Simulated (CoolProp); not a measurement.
1-butene along the isotherm 236.2 K: density (kg/m³) from the reference equation and from simpler models built on Tc = 419.3 K, pc = 40.06 bar, ω = 0.192; each cubic takes its own stable root.

Values from CoolProp's reference Helmholtz-energy equation of state, Lemmon 2005. It is a short technical equation, of lower accuracy than the large ones.

```
p (bar)   phase  reference  van der Waals  Peng-Robinson
-------  ------  ---------  -------------  -------------
1.43     liquid      659.8          4.261          690.2
2.86     liquid      660.0          407.2          690.3
4.29     liquid      660.1          407.5          690.5
5.72     liquid      660.3          407.8          690.7
7.15     liquid      660.4          408.1          690.8
8.58     liquid      660.5          408.4          691.0
10       liquid      660.7          408.7          691.1
11.4     liquid      660.8          409.0          691.3
12.9     liquid      660.9          409.3          691.5
14.3     liquid      661.1          409.6          691.6
15.7     liquid      661.2          409.9          691.8
17.2     liquid      661.4          410.2          692.0
18.6     liquid      661.5          410.4          692.1
20       liquid      661.6          410.7          692.3
```

At some of these states van der Waals gives the other phase, because its saturation line lies elsewhere.
